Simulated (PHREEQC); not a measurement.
Solution (20 °C): 0.013 mol Cu(NO3)2, 0.00029 mol H2SO4 and 0.00078 mol FeCl3 per kg of water. Closed to the air; pH follows from the charge balance.

Model: ion-association model, phreeqc.dat, run in PHREEQC.

Each row changes one thing in this solution. No solid was allowed to form.

| case | pH | ionic strength (mol/kgw) | FeOH+2 (mol/kgw) | Fe+3 (mol/kgw) | SO4-2 (mol/kgw) | CuSO4 (mol/kgw) | SI of Goethite (FeOOH) | SI of Hematite (Fe2O3) |
|---|---|---|---|---|---|---|---|---|
| as made | 2.98 | 0.0428 | 0.000431 | 0.000175 | 0.000150 | 9.24e-5 | +5.43 | +12.85 |
| diluted 2-fold with water | 3.21 | 0.0213 | 0.000242 | 5.18e-5 | 9.17e-5 | 3.94e-5 | +5.71 | +13.41 |
| 0.02 mol/kgw HNO3 added | 1.76 | 0.0635 | 8.40e-5 | 0.000606 | ? | 4.69e-5 | +2.22 | +6.43 |
| temperature from 20 to 45 °C | 2.92 | 0.0423 | 0.000504 | ? | 0.000150 | 0.000102 | +5.59 | ? |
| 0.00048 mol/kgw Na2CO3 added | 3.38 | 0.0426 | 0.000440 | 7.17e-5 | 0.000166 | 0.000102 | +6.23 | +14.45 |
| temperature from 20 to 75 °C | 2.87 | 0.0417 | 0.000444 | 1.49e-5 | 0.000142 | 0.000104 | +5.66 | +13.52 |
| temperature from 20 to 35 °C | 2.94 | 0.0425 | 0.000492 | 9.42e-5 | 0.000151 | 9.91e-5 | +5.54 | ? |

Problem. Complete the blanks.

Solution. 
- 0.02 mol/kgw HNO3 added, SO4-2 (mol/kgw): 9.45e-5
- temperature from 20 to 45 °C, Fe+3 (mol/kgw): 6.03e-5
- temperature from 20 to 45 °C, SI of Hematite (Fe2O3): +13.27
- temperature from 20 to 35 °C, SI of Hematite (Fe2O3): +13.13

Some of these states are supersaturated (in Hematite (slow to form), Goethite (slow to form), Fe(OH)3(a), for instance). Constants without temperature data keep their 25 °C values here.
